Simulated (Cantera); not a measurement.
## Equilibrium for silicon carbide growth: Si(CH3)4 + C3H8 + H2

A closed system holds: 1 mol Si(CH3)4, 0.0076 mol C3H8, 1300 mol H2, held at 1400 K and 160 Pa.

Cantera equilibrium calculation (NASA polynomials, part measured and part estimated; ideal gas, pure solids and liquids). Candidate condensed phases: C, C6H6, C7H8, C8H18, Si, SiC; 87 gas species. The numbers say what is thermodynamically allowed, not how fast it happens.

| Property | Value |
|---|---|
| x(H2) | 1.000 |
| x(H) | 0.000122 |
| x(CH4) | 6.91e-6 |
| x(C2H2 (acetylene)) | 2.52e-6 |
| n(C(graphite)) | 3.01 mol |
| n(SiC(s)) | 1.000 mol |
| gas amount | 1306 mol |
| log10 activity of Si(s) (absent) | -2.32 |
